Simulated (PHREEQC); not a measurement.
## Acid rinse or clean (model solution)

A solution holds 88 mmol/kgw HBr, 17 mmol/kgw CaCl2 and 0.11 mmol/kgw KCl, at 25 °C. Closed to the air; pH follows from the charge balance.

Equilibrium calculation in PHREEQC: ion-association model, phreeqc.dat.

```yaml
pH: 1.15
ionic_strength: 0.139 mol/kgw
specific_conductance: 33900 µS/cm
density: 1.004 g/cm³
total_alkalinity: -88.0 meq/kg
```

```
species  molality  activity   log γ
-------  --------  --------  ------
H+         0.0880    0.0714  -0.090
Br-        0.0880    0.0639  -0.139
Cl-        0.0341    0.0253  -0.129
Ca+2       0.0170   0.00605  -0.449
K+       0.000110   8.13e-5  -0.131
```

No solid was allowed to form. Complexes and solids missing from the database can't appear.
